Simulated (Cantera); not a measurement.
Mixture: 6.62 % CH4, 1.99 % CO, 19.3 % O2, 72.1 % N2, at 760 Torr, adiabatic and at constant pressure. Ignition delay is the time to a rise of 400 K.

Model: GRI-Mech 3.0 (53 species, 325 reactions), integrated in Cantera.

Predict: delay at 1000 K; delay at 1100 K; delay at 1200 K; delay at 1300 K; delay at 1400 K; apparent activation energy between 1350 and 1450 K.


```
Quantity                                                Result
--------------------------------------------------  ----------
delay at 1000 K                                         1.26 s
delay at 1100 K                                        0.210 s
delay at 1200 K                                        42.8 ms
delay at 1300 K                                        10.4 ms
delay at 1400 K                                        3.00 ms
apparent activation energy between 1350 and 1450 K  190 kJ/mol
```
